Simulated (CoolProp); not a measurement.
Vapour-liquid equilibrium of R125 (1) + R227EA (2) at 1.1 MPa; x and y are mole fractions of (1).

Values from CoolProp's multi-fluid Helmholtz-energy mixture model, Lemmon 2005 and Lemmon 2016; pair parameters Bell 2016.

Problem. Give the bubble temperature and the first vapour's composition at x = 0.575, 0.65, 0.8. Is there an azeotrope?

Solution. x = 0.575: 303.6 K, y = 0.751; x = 0.65: 300.8 K, y = 0.807; x = 0.8: 295.8 K, y = 0.901. No azeotrope shows between x = 0.05 and 0.95.

Pair parameters are fitted to limited data, so mixtures are less certain than the pure fluids.
